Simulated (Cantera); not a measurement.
Cantera run, input and output.

```python
import numpy as np
import cantera as ct

gas = ct.Solution("gri30.yaml")
gas.TPX = 1048, 100000, {'CO': 1, 'H2': 0.22, 'O2': 1.03, 'N2': 3.89}
reactor = ct.IdealGasConstPressureReactor(gas, energy="on", clone=False)
net = ct.ReactorNet([reactor])
net.rtol, net.atol = 1e-08, 1e-16
show = ['CO', 'H2', 'O2', 'NO2', 'NO']
times = np.geomspace(1e-06, 0.1, 15)

steps = ct.SolutionArray(gas, extra=["t"])
rows = []
print(f"{'t/s':>10s}{'T/K':>9s}{'P/Pa':>11s}" + "".join(f"{s:>11s}" for s in show))
for t in times:
    while net.time < t:
        t_next = net.step()
        steps.append(gas.state, t=t_next)
    rows.append([np.interp(t, steps.t, y) for y in (steps.T, steps.P, *steps(*show).X.T)])
    print(f"{t:10.3e}{rows[-1][0]:9.1f}{rows[-1][1]:11.4g}" + "".join(f"{x:11.3e}" for x in rows[-1][2:]))
rate = np.gradient(steps.T, steps.t)
print("integrator steps:", len(steps.t))
if steps.T.max() > steps.T[0] + 200:
    print(f"time of steepest temperature rise: {steps.t[rate.argmax()]:.4e} s")
gas.TPX = 1048, 100000, {'CO': 1, 'H2': 0.22, 'O2': 1.03, 'N2': 3.89}
gas.equilibrate("HP")
print(f"equilibrium (HP): T = {gas.T:.1f} K  " + "  ".join(f"{s} {gas[s].X[0]:.3e}" for s in show))
```

Output:

```
       t/s      T/K       P/Pa         CO         H2         O2        NO2         NO
 1.000e-06   1048.0      1e+05  1.629e-01  3.583e-02  1.678e-01  2.029e-33  7.089e-24
 2.276e-06   1048.0      1e+05  1.629e-01  3.583e-02  1.678e-01  4.521e-32  4.241e-23
 5.179e-06   1048.0      1e+05  1.629e-01  3.583e-02  1.678e-01  1.441e-30  2.708e-22
 1.179e-05   1048.0      1e+05  1.629e-01  3.583e-02  1.678e-01  8.248e-29  2.123e-21
 2.683e-05   1048.0      1e+05  1.629e-01  3.583e-02  1.678e-01  1.473e-26  3.398e-20
 6.105e-05   1048.0      1e+05  1.629e-01  3.583e-02  1.678e-01  2.745e-23  3.280e-18
 1.389e-04   1048.1      1e+05  1.629e-01  3.582e-02  1.677e-01  3.761e-17  3.788e-14
 3.162e-04   1612.6      1e+05  9.317e-02  2.240e-03  1.097e-01  3.844e-09  7.743e-06
 7.197e-04   2207.2      1e+05  3.438e-02  1.424e-03  8.602e-02  5.654e-08  1.231e-04
 1.638e-03   2368.1      1e+05  1.933e-02  7.224e-04  8.133e-02  2.580e-07  4.477e-04
 3.728e-03   2415.7      1e+05  1.423e-02  5.218e-04  7.934e-02  6.864e-07  1.154e-03
 8.483e-03   2416.5      1e+05  1.384e-02  5.080e-04  7.852e-02  1.533e-06  2.581e-03
 1.931e-02   2412.8      1e+05  1.368e-02  5.030e-04  7.720e-02  3.066e-06  5.184e-03
 4.394e-02   2408.0      1e+05  1.346e-02  4.967e-04  7.550e-02  5.020e-06  8.536e-03
 1.000e-01   2405.1      1e+05  1.334e-02  4.929e-04  7.449e-02  6.172e-06  1.053e-02
integrator steps: 1352
time of steepest temperature rise: 2.6755e-04 s
equilibrium (HP): T = 2404.7 K  CO 1.332e-02  H2 4.924e-04  O2 7.435e-02  NO2 6.329e-06  NO 1.080e-02
```

Detailed kinetics in Cantera: GRI-Mech 3.0 (53 species, 325 reactions).
